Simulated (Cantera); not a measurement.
Mixture: 4.10 % CH₄, 14.9 % O₂, 77.9 % N₂, 3.08 % H₂O, equivalence ratio 0.55, at 2.70 bar, adiabatic and at constant volume. Ignition delay is the time to a rise of 400 K.

Model: GRI-Mech 3.0 (53 species, 325 reactions), integrated in Cantera.

Question: Predict: delay at 1025 K; delay at 1075 K; delay at 1125 K; delay at 1175 K; delay at 1225 K; delay at 1275 K; apparent activation energy between 1175 and 1275 K.

Answer: 
```json
{
 "delay at 1025 K": "0.239 s",
 "delay at 1075 K": "0.109 s",
 "delay at 1125 K": "52.4 ms",
 "delay at 1175 K": "26.1 ms",
 "delay at 1225 K": "13.5 ms",
 "delay at 1275 K": "7.16 ms",
 "apparent activation energy between 1175 and 1275 K": "160 kJ/mol"
}
```
